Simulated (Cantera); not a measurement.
An isothermal, constant-pressure homogeneous reactor starts with H2 : O2 = 0.079 : 1 (molar parts), at 1450 K and 10.00 Torr.

Model: the H2/O2 subset of GRI-Mech 3.0, which has no nitrogen chemistry, integrated in Cantera. Radical loss at walls, strong at low pressure, is not modelled. The temperature is held fixed by assumption; the heat of reaction is taken as removed at once.

x: mole fraction; the columns are a selection and need not sum to one.

```csv
t (s),x H2,x O2,x O,x OH,x H2O
0.000300,0.0732,0.927,1.94e-5,1.67e-5,2.90e-5
0.000783,[?],0.889,[?],[?],[?]
0.00204,0.00169,0.867,0.0498,0.00913,0.0619
0.00533,0.00161,0.870,0.0474,0.00895,0.0625
0.0139,0.00144,0.876,0.0416,0.00849,0.0641
0.0363,0.00108,0.889,0.0302,0.00740,0.0671
0.0949,0.000553,0.906,0.0149,0.00535,0.0711
0.248,[?],0.918,[?],[?],0.0740
0.646,3.43e-5,0.922,0.000887,0.00134,0.0752
1.69,6.87e-6,0.924,0.000177,0.000602,0.0757
4.40,1.68e-6,0.924,4.33e-5,0.000298,0.0758
11.5,7.28e-7,0.924,1.88e-5,0.000196,0.0759
30.0,6.52e-7,0.924,1.68e-5,0.000186,0.0759
```

Q: What belongs in the gaps?

A: 
- 0.000783, x H2: 0.0242
- 0.000783, x O: 0.0257
- 0.000783, x OH: 0.0135
- 0.000783, x H2O: 0.0368
- 0.248, x H2: 0.000165
- 0.248, x O: 0.00433
- 0.248, x OH: 0.00294
